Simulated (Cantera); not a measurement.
Input (Python, Cantera) and output of one run.

```python
import numpy as np
import cantera as ct

gas_names = """
    H HO2 H2 H2O H2O2 Li LiH LiO LiOH Li2 Li2O Li2O2 Li2O2H2 O OH O2 O3
""".split()
cond_names = """
    H2O(s) H2O(L) Li(cr) Li(L) LiH(s) LiH(L) LiOH(s) LiOH(L) Li2O(s) Li2O(L)
""".split()


# ... load() reads the species with a 1 bar reference pressure and builds the phases ...
atoms = {
    'LiOH': {'Li': 1, 'O': 1, 'H': 1},
    'H2O': {'H': 2, 'O': 1},
}
top_T = {}  # K; cautious upper limits of use, not melting points


# ... equilibrate(T, P, feed) seeds the gas with the atoms and calls Mixture.equilibrate('TP', solver="vcs", rtol=1e-11, max_steps=5000) ...
results = []
feed = {'LiOH': 1, 'H2O': 0.016}  # mol
P = 11  # Pa
for T in [948, 998, 1048, 1098, 1148, 1198, 1248, 1298, 1348, 1398, 1448, 1498]:
    mix = equilibrate(T, P, feed)
    results.append((T, P, feed, dict(zip(mix.species_names, mix.species_moles))))
    x = sorted(zip(gas.X, gas.species_names), reverse=True)
    print(f"T = {T:g} K  P = {P:g} Pa  gas = {mix.phase_moles(0):.4g} mol")
    print("   x: " + "  ".join(f"{s} {v:.3e}" for v, s in x if v > 1e-05))
    print("   condensed (mol): " + ("  ".join(f"{mix.phase(i).name} {mix.phase_moles(i):.4g}"
          for i in range(1, mix.n_phases) if mix.phase_moles(i) > 1e-12) or "none"))
```

Output:

```
T = 948 K  P = 11 Pa  gas = 0.5162 mol
   x: H2O 9.994e-01  LiOH 6.136e-04
   condensed (mol): Li2O(s) 0.4998
T = 998 K  P = 11 Pa  gas = 0.5165 mol
   x: H2O 9.980e-01  LiOH 1.967e-03  Li2O2H2 1.163e-05
   condensed (mol): Li2O(s) 0.4995
T = 1048 K  P = 11 Pa  gas = 0.5175 mol
   x: H2O 9.942e-01  LiOH 5.757e-03  Li2O2H2 2.392e-05  H2 1.293e-05
   condensed (mol): Li2O(s) 0.4985
T = 1098 K  P = 11 Pa  gas = 0.5199 mol
   x: H2O 9.851e-01  LiOH 1.485e-02  Li2O2H2 4.357e-05  H2 3.056e-05  O2 1.485e-05
   condensed (mol): Li2O(s) 0.4961
T = 1148 K  P = 11 Pa  gas = 0.5252 mol
   x: H2O 9.648e-01  LiOH 3.498e-02  Li2O2H2 7.405e-05  H2 6.648e-05  O2 3.228e-05
   condensed (mol): Li2O(s) 0.4908
T = 1198 K  P = 11 Pa  gas = 0.5363 mol
   x: H2O 9.241e-01  LiOH 7.558e-02  H2 1.331e-04  Li2O2H2 1.170e-04  O2 6.512e-05  OH 1.147e-05
   condensed (mol): Li2O(s) 0.4797
T = 1248 K  P = 11 Pa  gas = 0.5579 mol
   x: H2O 8.496e-01  LiOH 1.498e-01  H2 2.428e-04  Li2O2H2 1.697e-04  O2 1.226e-04  Li 2.926e-05  Li2O 2.508e-05  OH 2.480e-05
   condensed (mol): Li2O(s) 0.4581
T = 1298 K  P = 11 Pa  gas = 0.597 mol
   x: H2O 7.284e-01  LiOH 2.705e-01  H2 3.936e-04  Li2O2H2 2.207e-04  O2 2.184e-04  Li 1.339e-04  Li2O 1.155e-04  OH 4.854e-05
   condensed (mol): Li2O(s) 0.419
T = 1348 K  P = 11 Pa  gas = 0.6622 mol
   x: H2O 5.590e-01  LiOH 4.387e-01  Li 5.421e-04  H2 5.376e-04  Li2O 4.723e-04  O2 3.832e-04  Li2O2H2 2.481e-04  OH 8.564e-05
   condensed (mol): Li2O(s) 0.3541
T = 1398 K  P = 11 Pa  gas = 0.7572 mol
   x: LiOH 6.281e-01  H2O 3.666e-01  Li 1.921e-03  Li2O 1.737e-03  O2 7.289e-04  H2 5.673e-04  Li2O2H2 2.310e-04  OH 1.369e-04  H 1.075e-05
   condensed (mol): Li2O(s) 0.26
T = 1448 K  P = 11 Pa  gas = 0.8695 mol
   x: LiOH 7.861e-01  H2O 1.997e-01  Li 5.905e-03  Li2O 5.811e-03  O2 1.635e-03  H2 4.334e-04  OH 2.006e-04  Li2O2H2 1.737e-04  LiO 2.907e-05  H 1.830e-05
   condensed (mol): Li2O(s) 0.1504
T = 1498 K  P = 11 Pa  gas = 0.9794 mol
   x: LiOH 8.696e-01  H2O 9.151e-02  Li2O 1.785e-02  Li 1.615e-02  O2 4.062e-03  OH 2.678e-04  H2 2.521e-04  Li2O2H2 1.073e-04  LiO 1.014e-04  H 2.602e-05  O 2.398e-05
   condensed (mol): Li2O(s) 0.04857
```

These are equilibrium values from Cantera (NASA tables, ideal gas, pure condensed phases), not measurements of a reactor.
